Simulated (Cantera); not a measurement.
A perfectly stirred reactor is fed with N2O : N2 : H2O = 1 : 0.56 : 0.0061 (molar parts), at 1.01 bar; it is held at 1200 K, and followed from long to short residence time.

Model: GRI-Mech 3.0 (53 species, 325 reactions), integrated in Cantera. GRI-Mech 3.0 was tuned for natural gas; its chemistry of N2O as a main component is partial and can be far from experiment. The mechanism lacks the step 2 NO + O2 → 2 NO2, which can matter for NO2 below about 1400 K. The temperature is held fixed by assumption; the heat of reaction is taken as removed at once.

x: mole fraction; the columns are a selection and need not sum to one.

```csv
τ (s),x N2O,x O,x O2,x NO2,x NO,x N2
4.6,0.167,8.98e-7,0.166,(withheld),0.0243,0.639
1.0,0.373,1.30e-6,0.0918,(withheld),0.0171,0.514
0.23,0.543,1.54e-6,0.0328,(withheld),0.00667,0.414
0.052,0.613,1.65e-6,0.00854,(withheld),0.00176,0.372
0.012,0.632,1.71e-6,0.00204,(withheld),0.000421,0.361
0.0026,0.637,1.73e-6,0.000442,(withheld),9.70e-5,0.358
0.00059,0.638,1.72e-6,9.90e-5,(withheld),2.30e-5,0.358
0.00013,0.638,1.63e-6,2.07e-5,(withheld),4.85e-6,0.358
```

Q: Complete the blanks.

A: 
- 4.6, x NO2: 0.000334
- 1.0, x NO2: 0.000298
- 0.23, x NO2: 0.000204
- 0.052, x NO2: 0.000118
- 0.012, x NO2: 4.24e-5
- 0.0026, x NO2: 5.60e-6
- 0.00059, x NO2: 1.73e-7
- 0.00013, x NO2: 1.36e-9
